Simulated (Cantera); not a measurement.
Input: 1 mol TiO₂, 2.2 mol C, 0.93 mol CO, held at 1800 K and 0.150 bar.

Method: chemical equilibrium by Gibbs-energy minimisation in Cantera with the NASA 1993 tables (ideal gas, pure condensed phases). Candidate condensed phases: C, Ti, TiC, TiO, TiO₂, Ti₂O₃, Ti₃O₅, Ti₄O₇; 15 gas species. Mutual solubility and eutectic melting of coexisting phases are not modelled. TiC: taken at fixed stoichiometry. Equilibrium is a limit: real reactors are often held back by kinetics, nucleation or transport.

Base state: CO 1.000, CO₂ 0.000120 (mole fractions); condensed: TiC(s) + Ti₂O₃(s).

Problem. What changes in the equilibrium state with this change: TiO₂ replaced by Ta₂O₅?

Solution. 
| species | before | after |
|---|---|---|
| CO | 1.000 | 0.999 |
| CO₂ | 0.000120 | 0.00118 |
| TiC(s), mol | 0.680 | 0 |
| Ti₂O₃(s), mol | 0.160 | 0 |
| TaC(s), mol | 0 | 0.629 |
| Ta₂O₅(s), mol | 0 | 0.685 |
TaC: taken at fixed stoichiometry. Condensed phases not in the tables: Ta₂C. Further candidate phases: Ta, TaC, Ta₂O₅.
